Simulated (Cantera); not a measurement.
What does this Cantera script print?

```python
import numpy as np
import cantera as ct

gas_names = """
    Electron C C+ C- CH CH+ CH2 CH3 CH2OH CH3O CH4 CH3OH CO CO+ CO2 CO2+ COOH C2 C2+ C2- C2H CHCO,ketyl
    C2H2,acetylene C2H2,vinylidene CH2CO,ketene C2H3,vinyl CH3CO,acetyl C2H4 C2H4O,ethylen
    CH3CHO,ethanal CH3COOH (HCOOH)2 C2H5 C2H6 CH3OCH3 C2H5OH C2O C3 C3H3,propargyl C3H4,allene
    C3H4,propyne C3H4,cyclo- C3H5,allyl C3H6,propylene C3H6,cyclo- C3H6O C3H7,n-propyl C3H7,i-propyl
    C3H8 C3H8O,1propanol C3H8O,2propanol C3O2 C4 C4H2 C4H4,1,3-cyclo- C4H6,butadiene C4H6,2-butyne
    C4H6,cyclo- C4H8,1-butene C4H8,cis2-buten C4H8,tr2-butene C4H8,isobutene C4H8,cyclo- (CH3COOH)2
    C4H9,n-butyl C4H9,i-butyl C4H9,s-butyl C4H9,t-butyl C4H10,isobutane C4H10,n-butane C5 C5H6,1,3cyclo-
    C5H8,cyclo- C5H10,1-pentene C5H10,cyclo- C5H11,pentyl C5H11,t-pentyl C5H12,n-pentane C5H12,i-pentane
    CH3C(CH3)2CH3 C6H2 C6H5,phenyl C6H5O,phenoxy C6H6 C6H5OH,phenol C6H10,cyclo- C6H12,1-hexene
    C6H12,cyclo- C6H13,n-hexyl C7H7,benzyl C7H8 C7H8O,cresol C7H14,1-heptene C7H15,n-heptyl
    C7H16,n-heptane C8H8,styrene C8H10,ethylbenz C8H16,1-octene C8H17,n-octyl C8H18,isooctane
    C8H18,n-octane C9H19,n-nonyl C10H8,naphthale C10H21,n-decyl C12H9,o-bipheny C12H10,bipheny H H+ H-
    HCO HCO+ HO2 H2 H2+ H2- HCHO,formaldehy HCOOH H2O H2O+ H2O2 H3O+ O O+ O- OH OH+ OH- O2 O2+ O2- O3
""".split()
cond_names = """
    C(gr) C6H6(L) C7H8(L) C8H18(L),n-octa H2O(s) H2O(L)
""".split()


def load(file, names, dense=False):
    # The tables refer to 1 bar. Condensed volumes are neglected.
    table = {s.name: s for s in ct.Species.list_from_file(file)}
    out = []
    for n in names:
        d = dict(table[n].input_data)
        d["thermo"] = dict(d["thermo"], **{"reference-pressure": 1e5})
        if dense:
            d["equation-of-state"] = {"model": "constant-volume", "density": "1e6 g/cm^3"}
        out.append(ct.Species.from_dict(d))
    return out


gas = ct.Solution(thermo="ideal-gas", species=load("nasa_gas.yaml", gas_names))
cond = {s.name: ct.Solution(thermo="fixed-stoichiometry", species=[s], name=s.name)
        for s in load("nasa_condensed.yaml", cond_names, dense=True)}
atoms = {
    'C3H8': {'C': 3, 'H': 8},
    'H2O': {'H': 2, 'O': 1},
}
top_T = {'C(gr)': 4500}  # K; cautious upper limits of use, not melting points


def equilibrate(T, P, feed):
    n = {}
    for name, mol in feed.items():
        for a, k in atoms[name].items():
            n[a] = n.get(a, 0.0) + k * mol
    gas.TPX = T, P, n
    mass = sum(n.values()) * gas.mean_molecular_weight
    gas.equilibrate("TP")
    valid = [c for c in cond.values() if c.min_temp <= T <= top_T.get(c.name, c.max_temp)]
    mix = ct.Mixture([(gas, mass / gas.mean_molecular_weight)] + [(c, 0.0) for c in valid])
    mix.T, mix.P = T, P
    mix.equilibrate("TP", solver="vcs", rtol=1e-11, max_steps=5000)
    return mix


results = []
feed = {'C3H8': 1, 'H2O': 1.6}  # mol
P = 1333.22  # Pa
for T in [2000, 2250, 2500, 2750, 3000, 3250, 3500, 3750, 4000, 4250, 4500, 4750, 5000]:
    mix = equilibrate(T, P, feed)
    results.append((T, P, feed, dict(zip(mix.species_names, mix.species_moles))))

top = {s: max(r[3][s] / sum(r[3][g] for g in gas_names) for r in results) for s in gas_names}
cols = sorted((s for s in top if top[s] > 0.0001), key=lambda s: -top[s])[:7]
seen = [c for c in cond_names if any(r[3].get(c, 0) > 1e-12 for r in results)]
print("log10 of partial pressures in bar; condensed amounts in mol")
print(f"{'T/K':>10s}" + "".join(f"{s[:9]:>10s}" for s in cols + seen))
for T, P, feed, n in results:
    ng = sum(n[g] for g in gas_names)
    print(f"{T:10.4g}" + "".join(f"{np.log10(max(n[s] / ng * P / 1e5, 1e-99)):10.3f}" for s in cols)
          + "".join(f"{n.get(c, 0):10.4g}" for c in seen))
```

Result:

```
log10 of partial pressures in bar; condensed amounts in mol
       T/K         H        H2        CO         C        C3 C2H2,acet        C2     C(gr)
      2000    -3.784    -1.991    -2.531   -10.517   -10.557    -5.105   -11.630     1.391
      2250    -3.136    -2.014    -2.540    -8.439    -8.187    -4.489    -9.242     1.364
      2500    -2.641    -2.084    -2.567    -6.779    -6.304    -4.050    -7.339      1.29
      2750    -2.290    -2.250    -2.622    -5.423    -4.773    -3.801    -5.787     1.121
      3000    -2.092    -2.581    -2.707    -4.295    -3.506    -3.787    -4.499   0.09568
      3250    -2.001    -3.016    -2.766    -3.693    -3.493    -4.633    -4.114         0
      3500    -1.977    -3.497    -2.796    -3.258    -3.727    -5.628    -3.947         0
      3750    -1.977    -3.957    -2.813    -3.002    -4.292    -6.771    -4.043         0
      4000    -1.979    -4.362    -2.820    -2.913    -5.195    -8.045    -4.399         0
      4250    -1.979    -4.718    -2.822    -2.891    -6.161    -9.279    -4.826         0
      4500    -1.979    -5.035    -2.825    -2.883    -7.055   -10.399    -5.230         0
      4750    -1.979    -5.320    -2.832    -2.875    -7.851   -11.399    -5.588         0
      5000    -1.982    -5.580    -2.858    -2.853    -8.524   -12.273    -5.882         0
```

Method: chemical equilibrium by Gibbs-energy minimisation in Cantera with the NASA 1993 tables (ideal gas, pure condensed phases).
